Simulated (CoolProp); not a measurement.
Vapour-liquid equilibrium of cyclohexane (1) + toluene (2) at 0.019 MPa; x and y are mole fractions of (1).

Model: multi-fluid Helmholtz-energy mixture model, Zhou 2014 and Lemmon 2006; pair parameters Bell 2016, in CoolProp.

```
x      bubble temperature, mixture model (°C)  bubble temperature, Raoult's law (°C)  y, mixture model  y, Raoult's law
-----  --------------------------------------  -------------------------------------  ----------------  ---------------
0.05                                     57.4                                   58.4             0.164            0.129
0.125                                    53.3                                   55.4             0.345            0.291
0.2                                       [?]                                   52.7               [?]            0.421
0.275                                    47.3                                   50.2               [?]            0.528
0.35                                      [?]                                   47.9             0.645            0.617
0.425                                    43.1                                   45.7             0.706            0.691
0.5                                      41.5                                   43.8             0.756            0.753
0.575                                    40.0                                   42.0               [?]            0.807
0.65                                     38.7                                   40.3             0.839            0.853
0.725                                    37.5                                   38.7             0.875            0.892
0.8                                       [?]                                   37.2             0.909            0.927
0.875                                    35.3                                   35.8             0.943            0.957
0.95                                      [?]                                   34.5               [?]            0.984
```

**Question.** Complete the blanks.

**Answer.** 
- 0.2, bubble temperature, mixture model (°C): 50.0
- 0.2, y, mixture model: 0.474
- 0.275, y, mixture model: 0.570
- 0.35, bubble temperature, mixture model (°C): 45.1
- 0.575, y, mixture model: 0.800
- 0.8, bubble temperature, mixture model (°C): 36.4
- 0.95, bubble temperature, mixture model (°C): 34.3
- 0.95, y, mixture model: 0.977

The largest gap from Raoult's law is -2.9 K in bubble temperature, at x = 0.275. No azeotrope shows between x = 0.05 and 0.95.

The pair parameters rest on a limited set of measurements; away from them the model extrapolates.
